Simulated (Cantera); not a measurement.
Charge: 1 mol (CH3)2SiCl2, 0.044 mol CH4, a varied amount of H2, 0.0077 mol C2H4, equilibrated at 2323 K and 0.750 Torr.

Cantera equilibrium calculation (NASA polynomials, part measured and part estimated; ideal gas, pure solids and liquids). Candidate condensed phases: C, C6H6, C7H8, C8H18, Si, SiC; 109 gas species. The feed counts by its element totals alone. Gases not in the tables: Si2H6 and higher silanes. Kinetics and transport are ignored.

Which condensed phases are stable at each of these points (n(H2) (mol)): 10, 17, 29, 49, 83, 140, 240, 400, 680, 1100, 1900?


| n(H2) (mol) | condensed phases | Si condensed (%) |
|---|---|---|
| 10 | C(graphite) | 0.0 |
| 17 | C(graphite) | 0.0 |
| 29 | C(graphite) | 0.0 |
| 49 | C(graphite) | 0.0 |
| 83 | C(graphite) | 0.0 |
| 140 | C(graphite) | 0.0 |
| 240 | gas only | 0.0 |
| 400 | gas only | 0.0 |
| 680 | gas only | 0.0 |
| 1100 | gas only | 0.0 |
| 1900 | gas only | 0.0 |

From 10 mol H2 to 140 mol H2 the condensed part is C(graphite). From 240 mol H2 to 1900 mol H2 nothing is condensed.
